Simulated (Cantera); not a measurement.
**Equilibrium for tantalum, niobium, vanadium and zirconium in process gases: Ta(OEt)5 + O2**

A closed system holds: 1 mol Ta(OEt)5, 0.019 mol O2, equilibrated at 1.00 bar.

These are equilibrium values from Cantera (NASA tables, ideal gas, pure condensed phases), not measurements of a reactor. Candidate condensed phases: C, C6H6, C7H8, C8H18, H2O, Ta, TaC, Ta2O5; 113 gas species. The feed counts by its element totals alone. Mutual solubility and eutectic melting of coexisting phases are not modelled. TaC: taken at fixed stoichiometry. Condensed phases not in the tables: Ta2C. Rates play no part.

```json
[
 {"T (K)": "975", "x H2": "0.750", "x CO": "0.115", "x CH4": "0.0707", "x H": "9.91e-10", "x H2O": "0.0517", "x C2H2 (acetylene)": "4.28e-10", "x CO2": "0.0126", "n C(graphite)": "7.38", "n Ta2O5(s)": "0.500", "n TaC(s)": "0"},
 {"T (K)": "1125", "x H2": "0.809", "x CO": "0.162", "x CH4": "0.0189", "x H": "4.00e-8", "x H2O": "0.00843", "x C2H2 (acetylene)": "1.86e-8", "x CO2": "0.00154", "n C(graphite)": "7.33", "n Ta2O5(s)": "0.500", "n TaC(s)": "0"},
 {"T (K)": "1275", "x H2": "0.803", "x CO": "0.189", "x CH4": "0.00598", "x H": "6.61e-7", "x H2O": "0.00177", "x C2H2 (acetylene)": "3.09e-7", "x CO2": "0.000249", "n C(graphite)": "6.87", "n Ta2O5(s)": "0.424", "n TaC(s)": "0.153"},
 {"T (K)": "1425", "x H2": "0.710", "x CO": "0.287", "x CH4": "0.00190", "x H": "5.75e-6", "x H2O": "0.000619", "x C2H2 (acetylene)": "2.50e-6", "x CO2": "0.000110", "n C(graphite)": "3.94", "n Ta2O5(s)": "0", "n TaC(s)": "1.00"},
 {"T (K)": "1575", "x H2": "0.711", "x CO": "0.287", "x CH4": "0.000921", "x H": "3.51e-5", "x H2O": "0.000210", "x C2H2 (acetylene)": "1.50e-5", "x CO2": "2.92e-5", "n C(graphite)": "3.95", "n Ta2O5(s)": "0", "n TaC(s)": "1.00"},
 {"T (K)": "1725", "x H2": "0.712", "x CO": "0.287", "x CH4": "0.000506", "x H": "0.000157", "x H2O": "8.60e-5", "x C2H2 (acetylene)": "6.56e-5", "x CO2": "9.86e-6", "n C(graphite)": "3.95", "n Ta2O5(s)": "0", "n TaC(s)": "1.00"},
 {"T (K)": "1875", "x H2": "0.712", "x CO": "0.287", "x CH4": "0.000307", "x H": "0.000553", "x H2O": "4.08e-5", "x C2H2 (acetylene)": "0.000225", "x CO2": "4.00e-6", "n C(graphite)": "3.95", "n Ta2O5(s)": "0", "n TaC(s)": "1.00"},
 {"T (K)": "2025", "x H2": "0.710", "x CO": "0.287", "x CH4": "0.000201", "x H": "0.00162", "x H2O": "2.17e-5", "x C2H2 (acetylene)": "0.000643", "x CO2": "1.87e-6", "n C(graphite)": "3.94", "n Ta2O5(s)": "0", "n TaC(s)": "1.00"},
 {"T (K)": "2175", "x H2": "0.707", "x CO": "0.287", "x CH4": "0.000139", "x H": "0.00411", "x H2O": "1.26e-5", "x C2H2 (acetylene)": "0.00158", "x CO2": "9.79e-7", "n C(graphite)": "3.90", "n Ta2O5(s)": "0", "n TaC(s)": "1.00"},
 {"T (K)": "2325", "x H2": "0.701", "x CO": "0.286", "x CH4": "0.000100", "x H": "0.00921", "x H2O": "7.79e-6", "x C2H2 (acetylene)": "0.00343", "x CO2": "5.59e-7", "n C(graphite)": "3.84", "n Ta2O5(s)": "0", "n TaC(s)": "1.00"},
 {"T (K)": "2475", "x H2": "0.690", "x CO": "0.285", "x CH4": "7.44e-5", "x H": "0.0187", "x H2O": "5.08e-6", "x C2H2 (acetylene)": "0.00671", "x CO2": "3.42e-7", "n C(graphite)": "3.72", "n Ta2O5(s)": "0", "n TaC(s)": "1.00"},
 {"T (K)": "2625", "x H2": "0.671", "x CO": "0.282", "x CH4": "5.57e-5", "x H": "0.0348", "x H2O": "3.43e-6", "x C2H2 (acetylene)": "0.0120", "x CO2": "2.21e-7", "n C(graphite)": "3.52", "n Ta2O5(s)": "0", "n TaC(s)": "1.00"},
 {"T (K)": "2775", "x H2": "0.641", "x CO": "0.279", "x CH4": "4.16e-5", "x H": "0.0599", "x H2O": "2.36e-6", "x C2H2 (acetylene)": "0.0197", "x CO2": "1.49e-7", "n C(graphite)": "3.22", "n Ta2O5(s)": "0", "n TaC(s)": "1.00"}
]
```
x: gas mole fraction; n: condensed amount in mol.

From 975 K to 1125 K the condensed part is C(graphite) + Ta2O5(s). At 1275 K the condensed part is C(graphite) + TaC(s) + Ta2O5(s). From 1425 K to 2775 K the condensed part is C(graphite) + TaC(s).
